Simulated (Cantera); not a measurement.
**Equilibrium for silicon oxide and oxynitride deposition: SiCl4 + O3 + NO**

A closed system holds: 1 mol SiCl4, 0.31 mol O3, 10 mol NO, at 13.3 mbar.

Method: chemical equilibrium by Gibbs-energy minimisation in Cantera with the NASA 1993 tables (ideal gas, pure condensed phases). Candidate condensed phases: Si, SiO2, Si2N2O, Si3N4; 23 gas species. Equilibrium is a limit: real reactors are often held back by kinetics, nucleation or transport.

| T (K) | x N2 | x O2 | x Cl2 | x Cl | x NO | x ClO | x NO2 | n SiO2(α-quartz) | n SiO2(β-quartz) |
|---|---|---|---|---|---|---|---|---|---|
| 650 | 0.436 | 0.389 | 0.174 | 4.70e-7 | 8.53e-8 | 8.75e-9 | 3.13e-8 | 1.00 | 0 |
| 700 | 0.436 | 0.389 | 0.174 | 2.39e-6 | 2.85e-7 | 3.35e-8 | 4.84e-8 | 1.00 | 0 |
| 750 | 0.436 | 0.389 | 0.174 | 9.81e-6 | 8.12e-7 | 1.07e-7 | 7.08e-8 | 1.00 | 0 |
| 800 | 0.436 | 0.389 | 0.174 | 3.38e-5 | 2.03e-6 | 2.96e-7 | 9.88e-8 | 1.00 | 0 |
| 850 | 0.436 | 0.389 | 0.174 | 0.000101 | 4.55e-6 | 7.27e-7 | 1.33e-7 | 0 | 1.00 |
| 900 | 0.436 | 0.389 | 0.174 | 0.000267 | 9.34e-6 | 1.62e-6 | 1.72e-7 | 0 | 1.00 |
| 950 | 0.436 | 0.389 | 0.174 | 0.000639 | 1.78e-5 | 3.30e-6 | 2.18e-7 | 0 | 1.00 |
| 1000 | 0.436 | 0.389 | 0.174 | 0.00140 | 3.17e-5 | 6.28e-6 | 2.69e-7 | 0 | 1.00 |
x: gas mole fraction; n: condensed amount in mol.

From 650 K to 800 K the condensed part is SiO2(α-quartz). From 850 K to 1000 K the condensed part is SiO2(β-quartz).
